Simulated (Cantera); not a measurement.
A closed system holds: 1 mol Si(CH3)4, 0.025 mol CH4, 2.5 mol H2, 0.042 mol HCl, at 16000 Pa.

Cantera equilibrium calculation (NASA polynomials, part measured and part estimated; ideal gas, pure solids and liquids). Candidate condensed phases: C, C6H6, C7H8, C8H18, Si, SiC; 109 gas species. Gases not in the tables: Si2H6 and higher silanes. The numbers say what is thermodynamically allowed, not how fast it happens.

At 2073 K, list the 4 most abundant gas species with their mole fractions, and the condensed phases.

H2 0.987, H 0.00653, HCl 0.00484, C2H2 (acetylene) 0.00121. Condensed: C(graphite) + SiC(s).
